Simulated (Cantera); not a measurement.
Feed: 1 mol Fe3O4, 15 mol CO, 0.57 mol N2, held at 2223 K and 100 Torr.

Equilibrium computed with Cantera from the NASA thermochemical tables; the gas is ideal and each condensed phase is pure. Candidate condensed phases: C, Fe, Fe(CO)5, FeO, Fe2O3, Fe3O4; 27 gas species. The tables' stoichiometric FeO is somewhat more stable than real wüstite, so its field is too wide. FeO: taken at fixed stoichiometry. Equilibrium is a limit: real reactors are often held back by kinetics, nucleation or transport.

Base state: CO 0.855, CO2 0.0857, N2 0.0357, Fe 0.0230, FeO 0.000398, O 1.66e-5, NO 1.20e-5 (mole fractions); condensed: FeO(l).

**Question.** What changes in the equilibrium state with this change: CO from 15 to 1 mol?

**Answer.** 
```
species        before     after
-----------  --------  --------
CO2            0.0857     0.553
N2             0.0357     0.349
CO              0.855    0.0626
O2            3.74e-6    0.0291
Fe             0.0230  0.000261
FeO          0.000398  0.000398
NO            1.20e-5   0.00329
O             1.66e-5   0.00146
FeO(l), mol      2.63      3.00
```

**Question.** What changes in the equilibrium state with this change: pressure from 100 Torr to 2.33 Torr?

**Answer.** 
| species | before | after |
|---|---|---|
| CO | 0.855 | 0.605 |
| CO2 | 0.0857 | 0.200 |
| Fe | 0.0230 | 0.152 |
| N2 | 0.0357 | 0.0304 |
| O2 | 3.74e-6 | 0.00175 |
| O | 1.66e-5 | 0.00235 |
| FeO | 0.000398 | 0.00868 |
| NO | 1.20e-5 | 0.000238 |
| FeO(l), mol | 2.63 | 0 |

**Question.** What changes in the equilibrium state with this change: temperature from 2223 K to 2000 K?

**Answer.** 
| species | before | after |
|---|---|---|
| CO | 0.855 | 0.871 |
| CO2 | 0.0857 | 0.0893 |
| N2 | 0.0357 | 0.0365 |
| Fe | 0.0230 | 0.00274 |
| O | 1.66e-5 | 6.80e-7 |
| FeO | 0.000398 | 2.56e-5 |
| NO | 1.20e-5 | 1.33e-6 |
| FeO(l), mol | 2.63 | 2.61 |
| Fe(l), mol | 0 | 0.351 |
Each liquid is taken as pure. Mutual solubility and eutectic melting of coexisting phases are not modelled.
